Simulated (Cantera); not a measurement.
A closed system holds: 1 mol SiC, 0.0022 mol Si, 0.18 mol N₂, equilibrated at 26.0 Pa.

These are equilibrium values from Cantera (NASA tables, ideal gas, pure condensed phases), not measurements of a reactor. Candidate condensed phases: C, Si, SiC, Si₃N₄; 20 gas species. Mutual solubility and eutectic melting of coexisting phases are not modelled. The tables' values for SiN are old estimates; treat these amounts as uncertain. Rates play no part.

log p: log10 of the partial pressure in bar; n: condensed amount in mol.

```tsv
T (°C)	log p N₂	log p Si	log p SiC₂	log p C₃	log p Si₂C	log p C	log p CN	log p C₂	n Si(s)	n SiC(s)	n C(graphite)
1375	-3.59	-6.59	-12.67	<-15	-8.95	<-15	-12.38	<-15	0.00201	1.000	0
1525	-3.59	-5.53	-10.58	<-15	-7.50	-14.23	-10.93	<-15	0	1.000	0
1675	-3.59	-5.51	-7.94	-12.53	-7.17	-11.48	-8.81	-13.14	0	1.000	0
1825	-3.60	-5.00	-6.19	-9.56	-6.39	-9.64	-7.52	-10.63	0	0.994	?
1975	-3.76	-4.14	-5.08	-8.20	-5.30	-8.45	-6.88	-9.26	0	0.909	?
2125	-4.39	-3.75	-4.47	-7.02	-5.07	-7.41	-6.57	-8.07	0	0	?
2275	-4.41	-3.78	-4.31	-5.99	-5.61	-6.50	-6.02	-7.02	0	0	?
2425	-4.44	-3.84	-4.20	-5.07	-6.16	-5.68	-5.55	-6.09	0	0	?
2575	-4.51	-3.85	-4.32	-4.63	-6.70	-5.08	-5.27	-5.51	0	0	?
```

Problem. Complete the blanks.

Solution. 
- 1825, n C(graphite): 0.00497
- 1975, n C(graphite): 0.0690
- 2125, n C(graphite): 0.664
- 2275, n C(graphite): 0.520
- 2425, n C(graphite): 0.234
- 2575, n C(graphite): 0
